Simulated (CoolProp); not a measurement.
A closed Brayton cycle with carbon dioxide: compressor inlet 327.15 K and 8.6 MPa, high pressure 17.3 MPa, turbine inlet 655 K, compressor efficiency 0.89, turbine efficiency 0.85, recuperator effectiveness 0 (on enthalpy, no pinch check). Each further row changes one setting.

The numbers come from the reference Helmholtz-energy equation of state, Span 1996 in CoolProp.

```tsv
case	thermal efficiency (%)	net work (kJ/kg)	compressor to turbine work	compressor exit (K)	turbine exit (K)
as stated	9.8	35.6	0.47	384.0	584.4
turbine inlet 605 K	9.6	29.1	0.52	384.0	536.9
compressor inlet 337.15 K	9.3	31.3	0.54	398.1	584.4
high pressure 14.7 MPa	7.7	29.1	0.45	370.5	600.7
recuperator effectiveness 0.5	14.4	35.6	0.47	384.0	584.4
```
